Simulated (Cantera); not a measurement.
Standard-state values (1 bar) from the NASA 1993 polynomials, evaluated with Cantera. Values are per mole of reaction as written; species without (g) are pure solids or liquids, kept so even where they would boil at 1 bar.

a) 2 Ti + O2(g) = 2 TiO(g)
b) 2 Si + O2(g) = 2 SiO(g)
c) Ta + O2(g) = TaO2(g)
d) 1.333 B + O2(g) = 0.6667 B2O3(g)
e) 2 H2(g) + O2(g) = 2 H2O(g)

Order these by ΔG° at 2873 K, most negative first.

b (-590 kJ), d (-461 kJ), a (-357 kJ), c (-266 kJ), e (-170 kJ)
